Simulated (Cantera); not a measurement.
What does this Cantera script print?

```python
import numpy as np
import cantera as ct

gas_names = [...]  # 95 gases of nasa_gas.yaml made of C, F, H
cond_names = """
    C(gr) C6H6(L) C7H8(L) C8H18(L),n-octa
""".split()


# ... load() reads the species with a 1 bar reference pressure and builds the phases ...
atoms = {
    'CH3F': {'C': 1, 'H': 3, 'F': 1},
    'H2': {'H': 2},
}
top_T = {'C(gr)': 4500}  # K; cautious upper limits of use, not melting points


# ... equilibrate(T, P, feed) seeds the gas with the atoms and calls Mixture.equilibrate('TP', solver="vcs", rtol=1e-11, max_steps=5000) ...
results = []
T = 2948.15  # K
P = 133.322  # Pa
for m in [0.067, 0.11, 0.2, 0.33, 0.57, 0.98, 1.7, 2.9, 4.9, 8.4]:
    feed = {'CH3F': 1, 'H2': m}  # mol
    mix = equilibrate(T, P, feed)
    results.append((T, P, feed, dict(zip(mix.species_names, mix.species_moles))))

top = {s: max(r[3][s] / sum(r[3][g] for g in gas_names) for r in results) for s in gas_names}
cols = sorted((s for s in top if top[s] > 0.001), key=lambda s: -top[s])[:6]
seen = [c for c in cond_names if any(r[3].get(c, 0) > 1e-12 for r in results)]
print("log10 of partial pressures in bar; condensed amounts in mol")
print(f"{'n(H2)':>10s}" + "".join(f"{s[:9]:>10s}" for s in cols + seen))
for T, P, feed, n in results:
    ng = sum(n[g] for g in gas_names)
    print(f"{feed['H2']:10.4g}" + "".join(f"{np.log10(max(n[s] / ng * P / 1e5, 1e-99)):10.3f}" for s in cols)
          + "".join(f"{n.get(c, 0):10.4g}" for c in seen))
```

It prints:

```
log10 of partial pressures in bar; condensed amounts in mol
     n(H2)         H        HF        C3        H2         F         C
     0.067    -3.110    -3.482    -3.993    -4.476    -4.366    -4.594
      0.11    -3.104    -3.491    -4.004    -4.464    -4.380    -4.598
       0.2    -3.093    -3.509    -4.025    -4.442    -4.410    -4.605
      0.33    -3.079    -3.534    -4.055    -4.414    -4.449    -4.615
      0.57    -3.058    -3.578    -4.106    -4.372    -4.514    -4.632
      0.98    -3.032    -3.644    -4.182    -4.320    -4.606    -4.657
       1.7    -3.003    -3.741    -4.294    -4.262    -4.731    -4.694
       2.9    -2.976    -3.866    -4.440    -4.209    -4.883    -4.743
       4.9    -2.954    -4.017    -4.619    -4.164    -5.057    -4.803
       8.4    -2.937    -4.198    -4.839    -4.130    -5.254    -4.876
```

These are equilibrium values from Cantera (NASA tables, ideal gas, pure condensed phases), not measurements of a reactor.
